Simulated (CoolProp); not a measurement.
Vapour-liquid equilibrium of ethane (1) + propylene (2) at 0.573 MPa; x and y are mole fractions of (1).

Model: multi-fluid Helmholtz-energy mixture model, Bücker 2006 and Lemmon 2013; pair parameters Bell 2016, in CoolProp.

```
x     bubble temperature (K)  y at the bubble point  dew temperature at overall composition x (K)  liquid density (mol/L)
----  ----------------------  ---------------------  --------------------------------------------  ----------------------
0.05                   267.9                  0.160                                         271.1                   13.22
0.15                   259.8                  0.401                                         268.2                   13.62
0.25                   253.0                  0.569                                         265.0                   14.00
0.35                   247.3                  0.687                                         261.6                   14.34
0.45                   242.4                  0.774                                         257.9                   14.67
0.55                   238.2                  0.839                                         253.8                   14.98
0.65                   234.5                  0.889                                         249.2                   15.29
0.75                   231.2                  0.929                                         243.9                   15.58
0.85                   228.2                  0.962                                         237.5                   15.87
0.95                   225.5                  0.988                                         229.3                   16.16
```

No azeotrope shows between x = 0.05 and 0.95.

Pair parameters are fitted to limited data, so mixtures are less certain than the pure fluids.
